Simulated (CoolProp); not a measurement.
A simple Rankine cycle with dimethyl carbonate: condensing at 289.15 K, boiler at 0.126 MPa, turbine inlet 372.2 K, turbine efficiency 0.8, pump efficiency 0.8, no recuperator. Each further row changes one setting.

Computed with CoolProp (reference Helmholtz-energy equation of state, Zhou 2011).

| case | thermal efficiency (%) | net work (kJ/kg) | heat in (kJ/kg) | turbine exit temperature (K) | volume ratio over the turbine |
|---|---|---|---|---|---|
| as stated | 15.2 | 80.1 | 527 | 307.0 | 23.8 |
| turbine inlet 392.2 K | 15.3 | 85.0 | 555 | 326.1 | 23.9 |
| condensing temperature 281.15 K | 16.6 | 89.7 | 541 | 299.0 | 36.7 |
| boiler pressure 0.0882 MPa | 13.8 | 72.8 | 528 | 314.0 | 16.9 |
| turbine efficiency 0.7 | 13.3 | 70.1 | 527 | 315.3 | 24.5 |
